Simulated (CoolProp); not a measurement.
Vapour-liquid equilibrium of n-hexane (1) + cyclohexane (2) at 488 kPa; x and y are mole fractions of (1).

Values from CoolProp's multi-fluid Helmholtz-energy mixture model, Thol 2019 and Zhou 2014; pair parameters Bell 2016.

Question: Give the bubble temperature and the first vapour's composition at x = 0.2, 0.5, 0.8. Is there an azeotrope?

Answer: x = 0.2: 413.0 K, y = 0.254; x = 0.5: 408.2 K, y = 0.566; x = 0.8: 404.3 K, y = 0.835. No azeotrope shows between x = 0.05 and 0.95.

The pair parameters rest on a limited set of measurements; away from them the model extrapolates.
